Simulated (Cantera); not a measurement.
Input (Python, Cantera) and output of one run.

```python
import numpy as np
import cantera as ct

gas_names = """
    C CN CO CO2 C2 CCN CNC C2N2 C2O C3 C3O2 C4 C4N2 C5 Fe FeC5O5 FeO N NCO NO NO2 NO3 N2 N2O O O2 O3
""".split()
cond_names = """
    C(gr) Fe(a) Fe(c) Fe(d) Fe(L) FeC5O5(L) FeO(s) FeO(L) Fe2O3(s) Fe3O4(s)
""".split()


def load(file, names, dense=False):
    # The tables refer to 1 bar. Condensed volumes are neglected.
    table = {s.name: s for s in ct.Species.list_from_file(file)}
    out = []
    for n in names:
        d = dict(table[n].input_data)
        d["thermo"] = dict(d["thermo"], **{"reference-pressure": 1e5})
        if dense:
            d["equation-of-state"] = {"model": "constant-volume", "density": "1e6 g/cm^3"}
        out.append(ct.Species.from_dict(d))
    return out


gas = ct.Solution(thermo="ideal-gas", species=load("nasa_gas.yaml", gas_names))
cond = {s.name: ct.Solution(thermo="fixed-stoichiometry", species=[s], name=s.name)
        for s in load("nasa_condensed.yaml", cond_names, dense=True)}
atoms = {
    'Fe2O3': {'Fe': 2, 'O': 3},
    'CO': {'C': 1, 'O': 1},
    'N2': {'N': 2},
}
top_T = {'C(gr)': 4500, 'Fe2O3(s)': 1830, 'Fe3O4(s)': 1870}  # K; cautious upper limits of use, not melting points


def equilibrate(T, P, feed):
    n = {}
    for name, mol in feed.items():
        for a, k in atoms[name].items():
            n[a] = n.get(a, 0.0) + k * mol
    gas.TPX = T, P, n
    mass = sum(n.values()) * gas.mean_molecular_weight
    gas.equilibrate("TP")
    valid = [c for c in cond.values() if c.min_temp <= T <= top_T.get(c.name, c.max_temp)]
    mix = ct.Mixture([(gas, mass / gas.mean_molecular_weight)] + [(c, 0.0) for c in valid])
    mix.T, mix.P = T, P
    mix.equilibrate("TP", solver="vcs", rtol=1e-11, max_steps=5000)
    return mix


results = []
T = 2500  # K
P = 49000  # Pa
for m in [1.7, 1.9, 2.1, 2.4, 2.7, 3, 3.4, 3.8, 4.3, 4.9, 5.5, 6.2, 6.9]:
    feed = {'Fe2O3': 1, 'CO': m, 'N2': 3.3}  # mol
    mix = equilibrate(T, P, feed)
    results.append((T, P, feed, dict(zip(mix.species_names, mix.species_moles))))

top = {s: max(r[3][s] / sum(r[3][g] for g in gas_names) for r in results) for s in gas_names}
cols = sorted((s for s in top if top[s] > 1e-05), key=lambda s: -top[s])[:8]
seen = [c for c in cond_names if any(r[3].get(c, 0) > 1e-12 for r in results)]
print("log10 of partial pressures in bar; condensed amounts in mol")
print(f"{'n(CO)':>10s}" + "".join(f"{s[:9]:>10s}" for s in cols + seen))
for T, P, feed, n in results:
    ng = sum(n[g] for g in gas_names)
    print(f"{feed['CO']:10.4g}" + "".join(f"{np.log10(max(n[s] / ng * P / 1e5, 1e-99)):10.3f}" for s in cols)
          + "".join(f"{n.get(c, 0):10.4g}" for c in seen))
```

Output:

```
log10 of partial pressures in bar; condensed amounts in mol
     n(CO)        N2        CO       CO2        Fe        O2        NO       FeO         O    FeO(L)
       1.7    -0.497    -1.140    -1.036    -2.720    -2.658    -2.825    -3.110    -3.168     1.972
       1.9    -0.513    -1.064    -1.043    -2.637    -2.824    -2.916    -3.110    -3.251     1.967
       2.1    -0.529    -1.002    -1.052    -2.566    -2.967    -2.996    -3.110    -3.322     1.961
       2.4    -0.553    -0.927    -1.067    -2.476    -3.146    -3.097    -3.110    -3.412     1.952
       2.7    -0.575    -0.869    -1.083    -2.402    -3.294    -3.183    -3.110    -3.486     1.941
         3    -0.597    -0.822    -1.098    -2.340    -3.419    -3.256    -3.110    -3.548      1.93
       3.4    -0.624    -0.772    -1.118    -2.270    -3.558    -3.339    -3.110    -3.618     1.915
       3.8    -0.650    -0.732    -1.136    -2.212    -3.674    -3.410    -3.110    -3.676     1.898
       4.3    -0.680    -0.693    -1.157    -2.151    -3.796    -3.486    -3.110    -3.737     1.876
       4.9    -0.714    -0.655    -1.180    -2.091    -3.916    -3.563    -3.110    -3.797     1.848
       5.5    -0.745    -0.626    -1.200    -2.041    -4.016    -3.629    -3.110    -3.847     1.819
       6.2    -0.779    -0.598    -1.221    -1.992    -4.113    -3.694    -3.110    -3.896     1.783
       6.9    -0.811    -0.576    -1.240    -1.952    -4.195    -3.751    -3.110    -3.936     1.745
```

Method: chemical equilibrium by Gibbs-energy minimisation in Cantera with the NASA 1993 tables (ideal gas, pure condensed phases). The tables' stoichiometric FeO is somewhat more stable than real wüstite, so its field is too wide. FeO: taken at fixed stoichiometry.
